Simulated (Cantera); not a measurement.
An adiabatic, constant-pressure homogeneous reactor starts with CH4 : O2 : N2 : CO2 = 1 : 2.74 : 10.3 : 0.29 (molar parts), equivalence ratio 0.73, at 1100 K and 2.10 bar.

Computed with Cantera and GRI-Mech 3.0 (53 species, 325 reactions).

Task: Predict: time of steepest temperature rise; temperature at 1.00 s; equilibrium temperature; x(O2) at 1.00 s; x(CO2) at 1.00 s; x(O) at 1.00 s; x(N2O) at 1.00 s; x(H2) at 1.00 s; x(H2O2) at 1.00 s.

Result: 
```
Quantity                                                             Value
---------------------------------  ---------------------------------------
time of steepest temperature rise                                  87.1 ms
temperature at 1.00 s                                               2404 K
equilibrium temperature                                             2404 K
x(O2) at 1.00 s                      0.0482 (gas-phase equilibrium 0.0482)
x(CO2) at 1.00 s                     0.0837 (gas-phase equilibrium 0.0837)
x(O) at 1.00 s                     0.00135 (gas-phase equilibrium 0.00135)
x(N2O) at 1.00 s                   6.72e-7 (gas-phase equilibrium 6.72e-7)
x(H2) at 1.00 s                    0.00155 (gas-phase equilibrium 0.00155)
x(H2O2) at 1.00 s                  2.42e-7 (gas-phase equilibrium 2.42e-7)
```
